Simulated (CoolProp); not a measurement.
A simple Rankine cycle with vinyl chloride: condensing at 330.15 K, boiler at 4.04 MPa, turbine inlet 409.8 K, turbine efficiency 0.8, pump efficiency 0.8, no recuperator. Each further row changes one setting.

Values from CoolProp's reference Helmholtz-energy equation of state, Thol 2022.

```tsv
case	thermal efficiency (%)	net work (kJ/kg)	heat in (kJ/kg)	turbine exit temperature (K)	volume ratio over the turbine
as stated	11.6	36.0	311	330.1	4.70
turbine inlet 429.8 K	12.2	…	348	344.1	4.35
condensing temperature 322.15 K	12.8	…	324	322.2	5.68
boiler pressure 2.83 MPa	9.8	33.9	345	348.9	…
turbine efficiency 0.7	9.9	30.9	311	330.1	…
```

Q: Some entries are withheld; supply them.

A: 
- turbine inlet 429.8 K, net work (kJ/kg): 42.3
- condensing temperature 322.15 K, net work (kJ/kg): 41.3
- boiler pressure 2.83 MPa, volume ratio over the turbine: 2.98
- turbine efficiency 0.7, volume ratio over the turbine: 4.78

The expansion ends wet for: as stated; condensing temperature 322.15 K; turbine efficiency 0.7.
